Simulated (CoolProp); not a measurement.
A Linde-Hampson liquefier for CF4 (R14): isothermal reversible compression at 320 K from 1 atm to 5 MPa, throttling to 1 atm, return gas leaving the recuperator 10 K below the feed. Each further row changes one setting.

Computed with CoolProp (reference Helmholtz-energy equation of state, Platzer 1990). This equation is an older, rougher fit; its heat capacities, sound speeds and derivatives of the liquid may be far off and weren't checked against measurements.

```tsv
case	liquid yield per pass	compression work (kJ/kg of gas)
as stated	0.043	114
high pressure 10 MPa	0.118	131
warm-end temperature 350 K	0.026	126
warm-end gap 15 K	0.028	114
```
